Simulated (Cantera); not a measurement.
Cantera run:

```python
import numpy as np
import cantera as ct

gas_names = """
    CL CL2 H HCL H2 Si SiCL SiCL2 SiCL3 SiCL4 SiH SiHCL3 SiH2 SiH2CL2 SiH3 SiH3CL SiH4 Si2 Si3
""".split()
cond_names = """
    Si(cr) Si(L)
""".split()


# ... load() reads the species with a 1 bar reference pressure and builds the phases ...
atoms = {
    'SiHCl3': {'Si': 1, 'H': 1, 'CL': 3},
    'H2': {'H': 2},
}
top_T = {}  # K; cautious upper limits of use, not melting points


# ... equilibrate(T, P, feed) seeds the gas with the atoms and calls Mixture.equilibrate('TP', solver="vcs", rtol=1e-11, max_steps=5000) ...
results = []
feed = {'SiHCl3': 1, 'H2': 100}  # mol
P = 15000  # Pa
for T in [1125, 1175, 1225, 1275, 1325, 1375, 1425, 1475, 1525, 1575, 1625, 1675, 1725]:
    mix = equilibrate(T, P, feed)
    results.append((T, P, feed, dict(zip(mix.species_names, mix.species_moles))))
    x = sorted(zip(gas.X, gas.species_names), reverse=True)
    print(f"T = {T:g} K  P = {P:g} Pa  gas = {mix.phase_moles(0):.4g} mol")
    print("   x: " + "  ".join(f"{s} {v:.3e}" for v, s in x if v > 1e-06))
    print("   condensed (mol): " + ("  ".join(f"{mix.phase(i).name} {mix.phase_moles(i):.4g}"
          for i in range(1, mix.n_phases) if mix.phase_moles(i) > 1e-12) or "none"))
```

Output:

```
T = 1125 K  P = 15000 Pa  gas = 101.7 mol
   x: H2 9.790e-01  HCL 1.704e-02  SiCL4 1.436e-03  SiHCL3 1.433e-03  SiCL2 6.282e-04  SiCL3 2.707e-04  SiH2CL2 1.755e-04  SiH3CL 5.747e-06
   condensed (mol): Si(cr) 0.5985
T = 1175 K  P = 15000 Pa  gas = 101.8 mol
   x: H2 9.765e-01  HCL 2.034e-02  SiCL2 9.668e-04  SiHCL3 9.282e-04  SiCL4 8.201e-04  SiCL3 2.848e-04  SiH2CL2 1.347e-04  SiH3CL 5.310e-06
   condensed (mol): Si(cr) 0.6804
T = 1225 K  P = 15000 Pa  gas = 101.9 mol
   x: H2 9.747e-01  HCL 2.272e-02  SiCL2 1.291e-03  SiHCL3 5.325e-04  SiCL4 3.978e-04  SiCL3 2.548e-04  SiH2CL2 9.520e-05  SiH3CL 4.690e-06
   condensed (mol): Si(cr) 0.7375
T = 1275 K  P = 15000 Pa  gas = 101.9 mol
   x: H2 9.737e-01  HCL 2.408e-02  SiCL2 1.543e-03  SiHCL3 2.804e-04  SiCL3 2.019e-04  SiCL4 1.718e-04  SiH2CL2 6.344e-05  SiH3CL 4.009e-06  H 1.878e-06
   condensed (mol): Si(cr) 0.7691
T = 1325 K  P = 15000 Pa  gas = 102 mol
   x: H2 9.731e-01  HCL 2.473e-02  SiCL2 1.722e-03  SiCL3 1.500e-04  SiHCL3 1.430e-04  SiCL4 7.097e-05  SiH2CL2 4.132e-05  H 4.165e-06  SiH3CL 3.378e-06
   condensed (mol): Si(cr) 0.7827
T = 1375 K  P = 15000 Pa  gas = 102 mol
   x: H2 9.729e-01  HCL 2.499e-02  SiCL2 1.850e-03  SiCL3 1.091e-04  SiHCL3 7.344e-05  SiCL4 2.957e-05  SiH2CL2 2.702e-05  H 8.727e-06  SiH3CL 2.844e-06
   condensed (mol): Si(cr) 0.7866
T = 1425 K  P = 15000 Pa  gas = 102 mol
   x: H2 9.728e-01  HCL 2.507e-02  SiCL2 1.950e-03  SiCL3 7.956e-05  SiHCL3 3.876e-05  SiH2CL2 1.796e-05  H 1.737e-05  SiCL4 1.277e-05  SiH3CL 2.408e-06
   condensed (mol): Si(cr) 0.7856
T = 1475 K  P = 15000 Pa  gas = 102 mol
   x: H2 9.728e-01  HCL 2.506e-02  SiCL2 2.032e-03  SiCL3 5.867e-05  H 3.303e-05  SiHCL3 2.117e-05  SiH2CL2 1.221e-05  SiCL4 5.763e-06  SiH3CL 2.056e-06  SiH2 1.050e-06
   condensed (mol): Si(cr) 0.7824
T = 1525 K  P = 15000 Pa  gas = 102 mol
   x: H2 9.728e-01  HCL 2.501e-02  SiCL2 2.104e-03  H 6.024e-05  SiCL3 4.393e-05  SiHCL3 1.198e-05  SiH2CL2 8.484e-06  SiCL4 2.725e-06  SiH2 2.000e-06  SiH3CL 1.772e-06  CL 1.242e-06
   condensed (mol): Si(cr) 0.7781
T = 1575 K  P = 15000 Pa  gas = 102 mol
   x: H2 9.727e-01  HCL 2.493e-02  SiCL2 2.167e-03  H 1.058e-04  SiCL3 3.340e-05  SiHCL3 7.014e-06  SiH2CL2 6.027e-06  SiH2 3.654e-06  CL 2.155e-06  SiH3CL 1.541e-06  SiCL 1.488e-06  SiCL4 1.348e-06
   condensed (mol): Si(cr) 0.7733
T = 1625 K  P = 15000 Pa  gas = 102 mol
   x: H2 9.727e-01  HCL 2.485e-02  SiCL2 2.224e-03  H 1.797e-04  SiCL3 2.579e-05  SiH2 6.431e-06  SiH2CL2 4.370e-06  SiHCL3 4.240e-06  CL 3.614e-06  SiCL 2.894e-06  SiH3CL 1.351e-06  Si 1.086e-06
   condensed (mol): Si(cr) 0.7683
T = 1675 K  P = 15000 Pa  gas = 102 mol
   x: H2 9.726e-01  HCL 2.477e-02  SiCL2 2.276e-03  H 2.957e-04  SiCL3 2.020e-05  SiH2 1.094e-05  CL 5.878e-06  SiCL 5.401e-06  SiH2CL2 3.229e-06  Si 2.893e-06  SiHCL3 2.640e-06  SiH 1.856e-06  SiH3CL 1.194e-06
   condensed (mol): Si(cr) 0.7629
T = 1725 K  P = 15000 Pa  gas = 102 mol
   x: H2 9.723e-01  HCL 2.492e-02  SiCL2 2.203e-03  H 4.729e-04  SiH2 1.676e-05  SiCL3 1.536e-05  CL 9.385e-06  SiCL 9.122e-06  Si 6.768e-06  SiH 3.694e-06  SiH2CL2 2.302e-06  SiHCL3 1.618e-06
   condensed (mol): Si(L) 0.7694
```

These are equilibrium values from Cantera (NASA tables, ideal gas, pure condensed phases), not measurements of a reactor. The tables' values for SiCl3 are old estimates; treat these amounts as uncertain. Gases not in the tables: Si2H6 and higher silanes.
